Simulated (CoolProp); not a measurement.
A single-stage vapour-compression cycle with toluene: evaporating at 319.15 K (dew point), condensing at 358.15 K (bubble point), superheat 2 K, subcooling 8 K, compressor efficiency 0.85, no pressure losses. Each further row changes one setting.

Model: reference Helmholtz-energy equation of state, Lemmon 2006, in CoolProp. It is a short technical equation, of lower accuracy than the large ones.

```json
[
 {"case": "as stated", "cooling COP": "[?]", "pressure ratio": "4.46", "discharge temperature (K)": "363.4", "refrigerating effect (kJ/kg)": "346", "volumetric capacity (kJ/m³)": "124"},
 {"case": "evaporating temperature 324.15 K", "cooling COP": "7.71", "pressure ratio": "3.59", "discharge temperature (K)": "[?]", "refrigerating effect (kJ/kg)": "[?]", "volumetric capacity (kJ/m³)": "155"},
 {"case": "condensing temperature 353.15 K", "cooling COP": "7.60", "pressure ratio": "3.76", "discharge temperature (K)": "358.6", "refrigerating effect (kJ/kg)": "356", "volumetric capacity (kJ/m³)": "128"},
 {"case": "subcooling 13 K", "cooling COP": "[?]", "pressure ratio": "4.46", "discharge temperature (K)": "363.4", "refrigerating effect (kJ/kg)": "356", "volumetric capacity (kJ/m³)": "128"},
 {"case": "superheat 12 K", "cooling COP": "6.56", "pressure ratio": "4.46", "discharge temperature (K)": "[?]", "refrigerating effect (kJ/kg)": "[?]", "volumetric capacity (kJ/m³)": "125"},
 {"case": "compressor efficiency 0.75", "cooling COP": "5.76", "pressure ratio": "4.46", "discharge temperature (K)": "368.4", "refrigerating effect (kJ/kg)": "346", "volumetric capacity (kJ/m³)": "124"}
]
```

Q: Complete the blanks.

A: 
- as stated, cooling COP: 6.53
- evaporating temperature 324.15 K, discharge temperature (K): 362.4
- evaporating temperature 324.15 K, refrigerating effect (kJ/kg): 352
- subcooling 13 K, cooling COP: 6.70
- superheat 12 K, discharge temperature (K): 373.3
- superheat 12 K, refrigerating effect (kJ/kg): 359
